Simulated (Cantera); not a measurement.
A perfectly stirred reactor is fed with 0.524 % C2H6, 99.5 % N2, at 1.50 bar; it is held at 1075 K, and followed from long to short residence time.

Cantera simulation using GRI-Mech 3.0 (53 species, 325 reactions); the numbers are that mechanism's predictions, not measurements. GRI-Mech 3.0 stops at C3 and has no aromatics, soot or wall deposition, so with more carbon than oxygen in the feed, carbon stays in small species such as C2H2 where larger ones or solid carbon would form.

### Question
Predict: x(C2H6) at τ = 2.40 s; x(C2H2) at τ = 2.40 s; x(C2H4) at τ = 2.40 s; x(H) at τ = 2.40 s; x(C2H6) at τ = 75.0 ms; x(C2H2) at τ = 75.0 ms; x(C2H4) at τ = 75.0 ms; x(H) at τ = 75.0 ms.

### Answer
x(C2H6) at τ = 2.40 s: 0.000841
x(C2H2) at τ = 2.40 s: 0.000956
x(C2H4) at τ = 2.40 s: 0.00326
x(H) at τ = 2.40 s: 6.80e-8
x(C2H6) at τ = 75.0 ms: 0.00438
x(C2H2) at τ = 75.0 ms: 1.63e-5
x(C2H4) at τ = 75.0 ms: 0.000820
x(H) at τ = 75.0 ms: 7.76e-8
